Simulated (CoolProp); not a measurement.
The numbers come from the reference Helmholtz-energy equation of state, Akasaka 2015 in CoolProp.

Problem. Give the vapour pressure (kPa), vapour density (kg/m³), liquid cp (kJ/(kg K)), surface tension (mN/m) of saturated R245fa at 296.9, 301.8, 321.6 K.

Solution. 
| T (K) | p (kPa) | vapour density (kg/m³) | liquid cp (kJ/(kg K)) | surface tension (mN/m) |
|---|---|---|---|---|
| 296.9 | 142 | 8.14 | 1.31 | 13.8 |
| 301.8 | 170 | 9.65 | 1.33 | 13.2 |
| 321.6 | 328 | 18.2 | 1.38 | 10.7 |

Surface tension comes from a separate correlation (Mulero 2012).
